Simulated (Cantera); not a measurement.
Charge: 1 mol SiCl4, 4.5 mol NH3, 0.1 mol H2, at 5.90e-5 bar.

Cantera equilibrium calculation (NASA polynomials, part measured and part estimated; ideal gas, pure solids and liquids). Candidate condensed phases: NH4Cl, Si, Si3N4; 28 gas species. Rates play no part.

Task: Which condensed phases are stable at each of these points (T (K)): 873, 973, 1073, 1173, 1273, 1373, 1473, 1573, 1673, 1773, 1873, 1973, 2073, 2173?

Result: 
| T (K) | condensed phases | Si condensed (%) |
|---|---|---|
| 873 | Si3N4(s) | 94.2 |
| 973 | Si3N4(s) | 96.0 |
| 1073 | Si3N4(s) | 96.2 |
| 1173 | Si3N4(s) | 89.5 |
| 1273 | Si3N4(s) | 58.2 |
| 1373 | Si3N4(s) | 7.0 |
| 1473 | gas only | 0.0 |
| 1573 | gas only | 0.0 |
| 1673 | gas only | 0.0 |
| 1773 | gas only | 0.0 |
| 1873 | gas only | 0.0 |
| 1973 | gas only | 0.0 |
| 2073 | gas only | 0.0 |
| 2173 | gas only | 0.0 |

From 873 K to 1373 K the condensed part is Si3N4(s). From 1473 K to 2173 K nothing is condensed.
